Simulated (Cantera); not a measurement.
An adiabatic, constant-volume homogeneous reactor starts with CH4 : CO : O2 : N2 = 1 : 0.74 : 0.988 : 3.71 (molar parts), at 1375 K and 760 Torr. Integrator tolerance rtol = 1e-08.

Computed with Cantera and GRI-Mech 3.0 (53 species, 325 reactions).

Question: What does this change do: pressure from 760 Torr to 3750 Torr?

Answer: 
| quantity | before | after |
|---|---|---|
| time of steepest temperature rise | 8.87 ms | 2.67 ms |
| temperature at 0.800 s | 2581 K | 2620 K |
| equilibrium temperature | 2581 K | 2620 K |
| x(CH4) at 0.800 s | 8.48e-11 (gas-phase equilibrium 9.46e-11) | 1.88e-9 (gas-phase equilibrium 2.09e-9) |
| x(CO) at 0.800 s | 0.210 (gas-phase equilibrium 0.210) | 0.211 (gas-phase equilibrium 0.211) |
| x(O2) at 0.800 s | 1.62e-5 (gas-phase equilibrium 1.62e-5) | 4.62e-6 (gas-phase equilibrium 4.62e-6) |
| x(HCO) at 0.800 s | 5.56e-7 (gas-phase equilibrium 5.56e-7) | 1.40e-6 (gas-phase equilibrium 1.40e-6) |
| x(N2O) at 0.800 s | 1.21e-8 (gas-phase equilibrium 1.21e-8) | 1.54e-8 (gas-phase equilibrium 1.54e-8) |

Question: What does this change do: constant pressure in place of constant volume?

Answer: 
| quantity | before | after |
|---|---|---|
| time of steepest temperature rise | 8.87 ms | 9.83 ms |
| temperature at 0.800 s | 2581 K | 2322 K |
| equilibrium temperature | 2581 K | 2322 K |
| x(CH4) at 0.800 s | 8.48e-11 (gas-phase equilibrium 9.46e-11) | 5.82e-11 (gas-phase equilibrium 6.51e-11) |
| x(CO) at 0.800 s | 0.210 (gas-phase equilibrium 0.210) | 0.209 (gas-phase equilibrium 0.209) |
| x(O2) at 0.800 s | 1.62e-5 (gas-phase equilibrium 1.62e-5) | 2.43e-6 (gas-phase equilibrium 2.43e-6) |
| x(HCO) at 0.800 s | 5.56e-7 (gas-phase equilibrium 5.56e-7) | 1.73e-7 (gas-phase equilibrium 1.73e-7) |
| x(N2O) at 0.800 s | 1.21e-8 (gas-phase equilibrium 1.21e-8) | 1.98e-9 (gas-phase equilibrium 1.98e-9) |
